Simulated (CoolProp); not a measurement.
Saturated liquid density (kg/m³) of dimethyl carbonate: the reference equation beside estimates from Tc = 283.9 °C, pc = 49.09 bar, ω = 0.346. Rackett uses Z = 0.29056 − 0.08775 ω.

Computed with CoolProp (reference Helmholtz-energy equation of state, Zhou 2011).

```tsv
T (°C)	reference	Rackett	Redlich-Kwong	Soave-Redlich-Kwong	Peng-Robinson
56.05	1022	1041	872.5	909.7	1026
68.75	1004	1024	856.7	895.7	1011
81.55	986.2	1005	840.0	880.8	994.7
94.35	967.9	986.9	822.6	864.9	977.6
107.15	949.3	967.8	804.3	848.1	959.3
119.95	930.1	948.0	785.2	830.1	939.7
132.75	910.5	927.6	765.1	811.0	918.7
145.55	890.2	906.4	743.9	790.5	896.0
158.35	869.1	884.2	721.5	768.4	871.6
171.05	847.3	861.2	698.0	744.9	845.3
183.85	824.4	836.7	672.8	719.3	816.4
196.65	800.0	810.6	645.8	691.3	784.7
```

Absolute difference from the reference over all 12 rows, mean and median: Rackett 1.8 and 1.9 %, Redlich-Kwong 16.2 and 15.8 %, Soave-Redlich-Kwong 11.4 and 11.0 %, Peng-Robinson 0.8 and 0.9 %.
